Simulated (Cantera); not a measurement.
A diamond (100) surface in a fixed gas of H2 with x(CH4) = 0.0059, x(H) = 0.00038, at 1250 K, 18000 Pa; coverages are run to steady state.

Detailed kinetics in Cantera: the Harris–Goodwin 1993 mechanism for the reconstructed diamond (100) surface.

θ: site fractions in the mechanism's names (c6HH fully hydrogenated, c6H* and c6*H radical sites, c6** diradical, c6HM methylated).

```tsv
x(CH3)	growth (µm/h)	θ c6HH	θ c6H*	θ c6*H	θ c6**	θ c6HM
1e-06	___	0.493	0.0388	0.452	0.0161	1.64e-5
2e-06	___	0.493	0.0388	0.452	0.0161	3.28e-5
4.2e-06	___	0.493	0.0388	0.452	0.0161	6.88e-5
8.6e-06	___	0.493	0.0388	0.452	0.0160	0.000141
1.8e-05	___	0.493	0.0387	0.451	0.0160	0.000294
3.6e-05	___	0.493	0.0387	0.451	0.0159	0.000587
7.4e-05	___	0.492	0.0387	0.450	0.0157	0.00120
0.00015	___	0.491	0.0385	0.449	0.0153	0.00242
0.00031	___	0.488	0.0383	0.446	0.0146	0.00491
```

Q: What belongs in the gaps?

A: 
- 1e-06, growth (µm/h): 0.0136
- 2e-06, growth (µm/h): 0.0273
- 4.2e-06, growth (µm/h): 0.0572
- 8.6e-06, growth (µm/h): 0.117
- 1.8e-05, growth (µm/h): 0.244
- 3.6e-05, growth (µm/h): 0.487
- 7.4e-05, growth (µm/h): 0.992
- 0.00015, growth (µm/h): 1.97
- 0.00031, growth (µm/h): 3.94
